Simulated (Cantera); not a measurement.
What does this Cantera script print?

```python
import numpy as np
import cantera as ct

gas = ct.Solution("gri30.yaml", transport_model="mixture-averaged")
show = ['NO', 'OH', 'N2']

rows = []
print(f"{'T/K':>7s}{'rho':>11s}{'cp':>10s}{'mu':>11s}{'lambda':>11s}{'Pr':>7s}" + "".join(f"{'D_' + s:>11s}" for s in show))
for T in [400, 650, 900, 1150, 1400, 1650, 1900, 2150]:
    gas.TPX = T, 101325, {'N2': 0.81, 'C2H4': 0.29}
    Pr = gas.cp_mass * gas.viscosity / gas.thermal_conductivity
    D = [gas.mix_diff_coeffs_mole[gas.species_index(s)] for s in show]
    rows.append([gas.density, gas.cp_mass, gas.viscosity, gas.thermal_conductivity, Pr, *D])
    print(f"{T:7g}{gas.density:11.4e}{gas.cp_mass:10.1f}{gas.viscosity:11.4e}"
          f"{gas.thermal_conductivity:11.4e}{Pr:7.3f}" + "".join(f"{d:11.4e}" for d in D))
print("SI units: kg/m3, J/kg/K, Pa s, W/m/K, m2/s")
```

Output:

```
    T/K        rho        cp         mu     lambda     Pr       D_NO       D_OH       D_N2
    400 8.5381e-01    1265.6 1.9364e-05 3.3006e-02  0.743 3.1676e-05 4.8874e-05 2.7271e-05
    650 5.2542e-01    1500.9 2.7775e-05 5.3705e-02  0.776 7.3099e-05 1.1225e-04 6.4262e-05
    900 3.7947e-01    1680.1 3.4848e-05 7.3523e-02  0.796 1.2662e-04 1.9408e-04 1.1227e-04
   1150 2.9698e-01    1820.3 4.1127e-05 9.2206e-02  0.812 1.9085e-04 2.9227e-04 1.6992e-04
   1400 2.4395e-01    1918.3 4.6868e-05 1.0975e-01  0.819 2.6488e-04 4.0543e-04 2.3636e-04
   1650 2.0698e-01    1990.5 5.2216e-05 1.2621e-01  0.824 3.4804e-04 5.3259e-04 3.1098e-04
   1900 1.7975e-01    2043.3 5.7260e-05 1.4166e-01  0.826 4.3985e-04 6.7297e-04 3.9333e-04
   2150 1.5885e-01    2082.0 6.2061e-05 1.5618e-01  0.827 5.3990e-04 8.2596e-04 4.8304e-04
SI units: kg/m3, J/kg/K, Pa s, W/m/K, m2/s
```

Computed with Cantera and GRI-Mech 3.0 (53 species, 325 reactions). The composition is frozen, though it would react at the higher temperatures.
